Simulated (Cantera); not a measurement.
# c-C4F8 + F2 + H2 (fluorocarbon and chlorocarbon gases)

A closed system holds: 1 mol c-C4F8, 0.028 mol F2, 12 mol H2, equilibrated at 28.0 mbar.

Cantera equilibrium calculation (NASA polynomials, part measured and part estimated; ideal gas, pure solids and liquids). Candidate condensed phases: C, C6H6, C7H8, C8H18; 95 gas species. The feed counts by its element totals alone. Equilibrium is a limit: real reactors are often held back by kinetics, nucleation or transport.

From 2125 °C to 2725 °C the condensed part is C(graphite). From 2875 °C to 3025 °C nothing is condensed. The main C-bearing gas is C2H2 (acetylene) at 2125 °C and C3 at 3025 °C.

| T (°C) | log p H | log p HF | log p H2 | log p C3 | log p F | log p C | log p C2H2 (acetylene) | n C(graphite) |
|---|---|---|---|---|---|---|---|---|
| 2125 | -2.75 | -1.87 | -1.90 | -7.02 | -5.52 | -7.41 | -4.06 | 3.90 |
| 2275 | -2.48 | -1.88 | -1.95 | -5.99 | -5.04 | -6.50 | -3.83 | 3.81 |
| 2425 | -2.26 | -1.90 | -2.02 | -5.07 | -4.61 | -5.68 | -3.65 | 3.67 |
| 2575 | -2.08 | -1.93 | -2.13 | -4.25 | -4.21 | -4.96 | -3.54 | 3.40 |
| 2725 | -1.95 | -1.96 | -2.30 | -3.52 | -3.83 | -4.30 | -3.51 | 2.56 |
| 2875 | -1.88 | -2.02 | -2.53 | -2.96 | -3.47 | -3.75 | -3.63 | 0 |
| 3025 | -1.82 | -2.08 | -2.76 | -2.98 | -3.13 | -3.42 | -4.11 | 0 |
log p: log10 of the partial pressure in bar; n: condensed amount in mol.
